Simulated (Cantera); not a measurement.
Feed: 1 mol C₃H₆, 0.76 mol O₂, 3.3 mol H₂, at 12800 Torr.

Method: chemical equilibrium by Gibbs-energy minimisation in Cantera with the NASA 1993 tables (ideal gas, pure condensed phases). Candidate condensed phases: C, C₆H₆, C₇H₈, C₈H₁₈, H₂O; 131 gas species. Ions and electrons are included (thermal ionisation). Rates play no part.

### Question
Which condensed phases are stable at each of these points (T (K)): 2000, 2250, 2500, 2750, 3000, 3250, 3500, 3750, 4000, 4250, 4500, 4750, 5000?

### Answer
| T (K) | condensed phases | C condensed (%) |
|---|---|---|
| 2000 | C(graphite) | 47.9 |
| 2250 | C(graphite) | 47.2 |
| 2500 | C(graphite) | 44.3 |
| 2750 | C(graphite) | 37.2 |
| 3000 | C(graphite) | 23.3 |
| 3250 | gas only | 0.0 |
| 3500 | gas only | 0.0 |
| 3750 | gas only | 0.0 |
| 4000 | gas only | 0.0 |
| 4250 | gas only | 0.0 |
| 4500 | gas only | 0.0 |
| 4750 | gas only | 0.0 |
| 5000 | gas only | 0.0 |

From 2000 K to 3000 K the condensed part is C(graphite). From 3250 K to 5000 K nothing is condensed.
